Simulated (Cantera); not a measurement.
A perfectly stirred reactor is fed with N₂O : N₂ = 1 : 0.28 (molar parts), at 0.280 bar; it is held at 1300 K, and followed from long to short residence time.

Cantera simulation using GRI-Mech 3.0 (53 species, 325 reactions); the numbers are that mechanism's predictions, not measurements. GRI-Mech 3.0 was tuned for natural gas; its chemistry of N2O as a main component is partial and can be far from experiment. The mechanism lacks the step 2 NO + O2 → 2 NO2, which can matter for NO2 below about 1400 K. The temperature is held fixed by assumption; the heat of reaction is taken as removed at once.

Predict: x(N₂O) at τ = 0.540 s; x(NO) at τ = 0.540 s; x(N₂) at τ = 0.540 s; x(O) at τ = 0.540 s; x(O₂) at τ = 0.540 s; x(N₂O) at τ = 49.0 ms; x(NO) at τ = 49.0 ms; x(N₂) at τ = 49.0 ms; x(O) at τ = 49.0 ms; x(O₂) at τ = 49.0 ms.


| Quantity | Result |
|---|---|
| x(N₂O) at τ = 0.540 s | 0.457 |
| x(NO) at τ = 0.540 s | 0.0335 |
| x(N₂) at τ = 0.540 s | 0.410 |
| x(O) at τ = 0.540 s | 7.07e-6 |
| x(O₂) at τ = 0.540 s | 0.0999 |
| x(N₂O) at τ = 49.0 ms | 0.733 |
| x(NO) at τ = 49.0 ms | 0.00517 |
| x(N₂) at τ = 49.0 ms | 0.247 |
| x(O) at τ = 49.0 ms | 7.48e-6 |
| x(O₂) at τ = 49.0 ms | 0.0149 |
